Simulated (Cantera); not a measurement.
An adiabatic, constant-volume homogeneous reactor starts with H2 : O2 : N2 = 1 : 1.09 : 4.09 (molar parts), at 1175 K and 101000 Pa. Integrator tolerance rtol = 1e-08.

Computed with Cantera and the H2/O2 subset of GRI-Mech 3.0, which has no nitrogen chemistry.

Question: What does this change do: O2 1.09 to 0.68 parts?

Answer: 
| quantity | before | after |
|---|---|---|
| time of steepest temperature rise | 54.4 µs | 71.0 µs |
| temperature at 0.600 s | 2491 K | 2564 K |
| equilibrium temperature | 2491 K | 2564 K |
| x(H2) at 0.600 s | 0.00214 (gas-phase equilibrium 0.00214) | 0.00551 (gas-phase equilibrium 0.00551) |
| x(O2) at 0.600 s | 0.0997 (gas-phase equilibrium 0.0997) | 0.0327 (gas-phase equilibrium 0.0327) |
| x(OH) at 0.600 s | 0.0127 (gas-phase equilibrium 0.0127) | 0.0123 (gas-phase equilibrium 0.0123) |
| x(H) at 0.600 s | 0.000799 (gas-phase equilibrium 0.000799) | 0.00173 (gas-phase equilibrium 0.00173) |
| x(O) at 0.600 s | 0.00312 (gas-phase equilibrium 0.00312) | 0.00251 (gas-phase equilibrium 0.00251) |

Question: What does this change do: H2 1 to 0.34 parts?

Answer: 
```json
[
 {"quantity": "time of steepest temperature rise", "before": "54.4 µs", "after": "77.3 µs"},
 {"quantity": "temperature at 0.600 s", "before": "2491 K", "after": "1739 K"},
 {"quantity": "equilibrium temperature", "before": "2491 K", "after": "1739 K"},
 {"quantity": "x(H2) at 0.600 s", "before": "0.00214 (gas-phase equilibrium 0.00214)", "after": "3.82e-6 (gas-phase equilibrium 3.82e-6)"},
 {"quantity": "x(O2) at 0.600 s", "before": "0.0997 (gas-phase equilibrium 0.0997)", "after": "0.172 (gas-phase equilibrium 0.172)"},
 {"quantity": "x(OH) at 0.600 s", "before": "0.0127 (gas-phase equilibrium 0.0127)", "after": "0.000326 (gas-phase equilibrium 0.000326)"},
 {"quantity": "x(H) at 0.600 s", "before": "0.000799 (gas-phase equilibrium 0.000799)", "after": "3.44e-7 (gas-phase equilibrium 3.44e-7)"},
 {"quantity": "x(O) at 0.600 s", "before": "0.00312 (gas-phase equilibrium 0.00312)", "after": "2.32e-5 (gas-phase equilibrium 2.32e-5)"}
]
```
